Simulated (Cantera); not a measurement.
Input (Python, Cantera) and output of one run.

```python
import numpy as np
import cantera as ct

gas_names = """
    N NO NO2 NO3 N2 N2O O O2 O3 Ta TaO TaO2
""".split()
cond_names = """
    Ta(cr) Ta(L) Ta2O5(s) Ta2O5(L)
""".split()


# ... load() reads the species with a 1 bar reference pressure and builds the phases ...
atoms = {
    'Ta': {'Ta': 1},
    'N2O': {'N': 2, 'O': 1},
}
top_T = {}  # K; cautious upper limits of use, not melting points


# ... equilibrate(T, P, feed) seeds the gas with the atoms and calls Mixture.equilibrate('TP', solver="vcs", rtol=1e-11, max_steps=5000) ...
results = []
feed = {'Ta': 1, 'N2O': 3.3}  # mol
P = 133.322  # Pa
for T in [750, 950, 1150, 1350, 1550, 1750, 1950, 2150, 2350, 2550, 2750]:
    mix = equilibrate(T, P, feed)
    results.append((T, P, feed, dict(zip(mix.species_names, mix.species_moles))))
    x = sorted(zip(gas.X, gas.species_names), reverse=True)
    print(f"T = {T:g} K  P = {P:g} Pa  gas = {mix.phase_moles(0):.4g} mol")
    print("   x: " + "  ".join(f"{s} {v:.3e}" for v, s in x if v > 1e-05))
    print("   condensed (mol): " + ("  ".join(f"{mix.phase(i).name} {mix.phase_moles(i):.4g}"
          for i in range(1, mix.n_phases) if mix.phase_moles(i) > 1e-12) or "none"))
```

Result:

```
T = 750 K  P = 133.322 Pa  gas = 3.7 mol
   x: N2 8.919e-01  O2 1.081e-01
   condensed (mol): Ta2O5(s) 0.5
T = 950 K  P = 133.322 Pa  gas = 3.7 mol
   x: N2 8.919e-01  O2 1.081e-01  NO 1.339e-05
   condensed (mol): Ta2O5(s) 0.5
T = 1150 K  P = 133.322 Pa  gas = 3.7 mol
   x: N2 8.918e-01  O2 1.081e-01  NO 1.002e-04
   condensed (mol): Ta2O5(s) 0.5
T = 1350 K  P = 133.322 Pa  gas = 3.7 mol
   x: N2 8.917e-01  O2 1.079e-01  NO 4.130e-04
   condensed (mol): Ta2O5(s) 0.5
T = 1550 K  P = 133.322 Pa  gas = 3.7 mol
   x: N2 8.913e-01  O2 1.075e-01  NO 1.180e-03  O 7.027e-05
   condensed (mol): Ta2O5(s) 0.5
T = 1750 K  P = 133.322 Pa  gas = 3.701 mol
   x: N2 8.903e-01  O2 1.064e-01  NO 2.641e-03  O 6.683e-04
   condensed (mol): Ta2O5(s) 0.5
T = 1950 K  P = 133.322 Pa  gas = 3.707 mol
   x: N2 8.876e-01  O2 1.034e-01  NO 4.954e-03  O 3.976e-03
   condensed (mol): Ta2O5(s) 0.5
T = 2150 K  P = 133.322 Pa  gas = 3.731 mol
   x: N2 8.804e-01  O2 9.499e-02  O 1.649e-02  NO 7.991e-03  TaO2 1.195e-04
   condensed (mol): Ta2O5(L) 0.4998
T = 2350 K  P = 133.322 Pa  gas = 3.812 mol
   x: N2 8.602e-01  O2 7.555e-02  O 4.970e-02  NO 1.089e-02  TaO2 3.625e-03
   condensed (mol): Ta2O5(L) 0.4931
T = 2550 K  P = 133.322 Pa  gas = 4.292 mol
   x: N2 7.630e-01  O 1.111e-01  TaO2 6.571e-02  O2 4.829e-02  NO 1.182e-02  TaO 1.385e-04  N 1.101e-05
   condensed (mol): Ta2O5(L) 0.3587
T = 2750 K  P = 133.322 Pa  gas = 5.46 mol
   x: N2 5.995e-01  O 1.845e-01  TaO2 1.810e-01  O2 2.296e-02  NO 9.882e-03  TaO 2.157e-03  N 5.093e-05
   condensed (mol): none
```

Cantera equilibrium calculation (NASA polynomials, part measured and part estimated; ideal gas, pure solids and liquids).
